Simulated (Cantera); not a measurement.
Cantera run, input and output.

```python
import numpy as np
import cantera as ct

gas = ct.Solution("gri30.yaml")


def delay(T, t_max=10):
    gas.TPX = T, 630000, {'CH3OH': 1, 'O2': 0.882, 'N2': 2.56}
    reactor = ct.IdealGasConstPressureReactor(gas, clone=False)
    net = ct.ReactorNet([reactor])
    net.rtol, net.atol = 1e-8, 1e-16
    while net.time < t_max:
        t_old, T_old = net.time, reactor.T
        net.step()
        if reactor.T > T + 400:  # ignition: a rise of 400 K
            return t_old + (T + 400 - T_old) / (reactor.T - T_old) * (net.time - t_old)
    return np.nan


taus = []
for T in [1075, 1150, 1225, 1300, 1375, 1450, 1525, 1600]:
    taus.append(delay(T))
    print(f"T0 = {T:6g} K   tau = {taus[-1]:.4e} s")
```

Output:

```
T0 =   1075 K   tau = 1.8587e-02 s
T0 =   1150 K   tau = 4.2409e-03 s
T0 =   1225 K   tau = 1.1654e-03 s
T0 =   1300 K   tau = 3.7565e-04 s
T0 =   1375 K   tau = 1.3930e-04 s
T0 =   1450 K   tau = 5.8508e-05 s
T0 =   1525 K   tau = 2.7431e-05 s
T0 =   1600 K   tau = 1.4135e-05 s
```

Cantera simulation using GRI-Mech 3.0 (53 species, 325 reactions); the numbers are that mechanism's predictions, not measurements. GRI-Mech 3.0 was tuned for natural gas; its chemistry of methanol as a main component is partial and can be far from experiment.
